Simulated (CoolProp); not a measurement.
A single-stage vapour-compression cycle with R22: evaporating at 262.15 K (dew point), condensing at 329.15 K (bubble point), superheat 5 K, subcooling 0 K, compressor efficiency 0.65, no pressure losses. Each further row changes one setting.

Computed with CoolProp (reference Helmholtz-energy equation of state, Kamei 1995).

| case | cooling COP | pressure ratio | discharge temperature (K) | refrigerating effect (kJ/kg) | volumetric capacity (kJ/m³) |
|---|---|---|---|---|---|
| as stated | 1.75 | 6.49 | 393.9 | 133 | 1910 |
| evaporating temperature 267.15 K | 1.97 | 5.45 | ? | ? | 2300 |
| condensing temperature 324.15 K | 1.97 | ? | 385.8 | 140 | 2020 |
| subcooling 5 K | 1.84 | 6.49 | 393.9 | 140 | 2020 |
| superheat 15 K | 1.75 | 6.49 | ? | ? | 1920 |
| compressor efficiency 0.55 | ? | 6.49 | ? | 133 | 1910 |

**Question.** What belongs in the gaps?

**Answer.** 
- evaporating temperature 267.15 K, discharge temperature (K): 387.8
- evaporating temperature 267.15 K, refrigerating effect (kJ/kg): 135
- condensing temperature 324.15 K, pressure ratio: 5.80
- superheat 15 K, discharge temperature (K): 406.1
- superheat 15 K, refrigerating effect (kJ/kg): 139
- compressor efficiency 0.55, cooling COP: 1.48
- compressor efficiency 0.55, discharge temperature (K): 409.7
